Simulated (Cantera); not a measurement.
# Ca(OH)2 + C + O2 (calcination and drying)

Feed: 1 mol Ca(OH)2, 0.17 mol C, a varied amount of O2, held at 977 °C and 29000 Pa.

Method: chemical equilibrium by Gibbs-energy minimisation in Cantera with the NASA 1993 tables (ideal gas, pure condensed phases). Candidate condensed phases: C, C6H6, C7H8, C8H18, Ca, CaCO3, CaO, Ca(OH)2, H2O; 115 gas species. Kinetics and transport are ignored.

```csv
n(O2) (mol),log p O2,log p H2O,log p CO2,log p H2,log p CO,n CaO(s)
0.075,<-12,-0.68,-1.48,-1.42,-2.03,1.00
0.13,<-12,-0.63,-1.42,-1.80,-2.39,1.00
0.22,-1.93,-0.62,-1.39,-7.12,-7.70,1.00
0.38,-1.36,-0.68,-1.45,-7.46,-8.04,1.00
0.66,-1.07,-0.76,-1.53,-7.69,-8.26,1.00
1.1,-0.89,-0.86,-1.63,-7.88,-8.45,1.00
1.9,-0.76,-1.00,-1.77,-8.08,-8.66,1.00
3.3,-0.68,-1.17,-1.94,-8.30,-8.87,1.00
5.7,-0.62,-1.36,-2.13,-8.52,-9.09,1.00
9.8,-0.59,-1.57,-2.34,-8.74,-9.31,1.00
17,-0.57,-1.79,-2.56,-8.97,-9.55,1.00
```
log p: log10 of the partial pressure in bar; n: condensed amount in mol.

From 0.075 mol O2 to 17 mol O2 the condensed part is CaO(s).
